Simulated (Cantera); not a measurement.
A perfectly stirred reactor is fed with H2 : O2 = 0.02 : 1 (molar parts), at 1330 Pa; it is held at 1373 K, and followed from long to short residence time.

Model: the H2/O2 subset of GRI-Mech 3.0, which has no nitrogen chemistry, integrated in Cantera. Radical loss at walls, strong at low pressure, is not modelled.

One state of this run: x H2 = 0.00129; x O2 = 0.964; x OH = 0.00309; x HO2 = 1.02e-6; x O = 0.0142; x H2O2 = 3.38e-8. x: mole fraction; the columns are a selection and need not sum to one.

Q: Which value of τ (s) does it belong to?
A. 0.012
B. 0.0054
C. 0.028
D. 0.73

A: B, 0.0054
